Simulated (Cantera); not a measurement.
Input: 1 mol PbO, 0.31 mol O₂, 29 mol H₂, held at 0.00133 bar.

These are equilibrium values from Cantera (NASA tables, ideal gas, pure condensed phases), not measurements of a reactor. Candidate condensed phases: H₂O, Pb, PbO, PbO₂, Pb₃O₄; 12 gas species. Equilibrium is a limit: real reactors are often held back by kinetics, nucleation or transport.

What share of the Pb ends up in condensed phases as a function of T (K), at 825, 875, 925, 975, 1025, 1075, 1125, 1175, 1225, 1275, 1325?


| T (K) | Pb condensed (%) | as |
|---|---|---|
| 825 | 99.7 | Pb(l) |
| 875 | 98.5 | Pb(l) |
| 925 | 94.2 | Pb(l) |
| 975 | 79.9 | Pb(l) |
| 1025 | 38.2 | Pb(l) |
| 1075 | 0.0 | - |
| 1125 | 0.0 | - |
| 1175 | 0.0 | - |
| 1225 | 0.0 | - |
| 1275 | 0.0 | - |
| 1325 | 0.0 | - |
